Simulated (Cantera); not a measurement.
Input: 1 mol B2H6, 26 mol N2, 2.3 mol H2, 0.15 mol H2O, held at 13.0 Pa.

These are equilibrium values from Cantera (NASA tables, ideal gas, pure condensed phases), not measurements of a reactor. Candidate condensed phases: B, BN, B2O3, B3O3H3, H2O; 39 gas species. The feed counts by its element totals alone. N2 is the only nitrogen source here; it is nearly inert below about 1500 K, so the nitride shown seldom forms there in practice. Mutual solubility and eutectic melting of coexisting phases are not modelled. The numbers say what is thermodynamically allowed, not how fast it happens.

Which condensed phases are stable at each of these points (T (K)): 1100, 1200, 1300, 1400, 1500, 1600, 1700, 1800, 1900, 2000, 2100, 2200, 2300?


```csv
T (K),condensed phases,B condensed (%)
1100,BN(s) + B2O3(l),99.8
1200,BN(s) + B2O3(l),98.7
1300,BN(s),95.4
1400,BN(s),94.4
1500,BN(s),93.2
1600,BN(s),92.6
1700,BN(s),92.5
1800,BN(s),92.5
1900,BN(s),92.3
2000,B(s),90.6
2100,B(s),83.8
2200,B(s),55.1
2300,gas only,0.0
```

From 1100 K to 1200 K the condensed part is BN(s) + B2O3(l). From 1300 K to 1900 K the condensed part is BN(s). From 2000 K to 2200 K the condensed part is B(s). At 2300 K nothing is condensed.
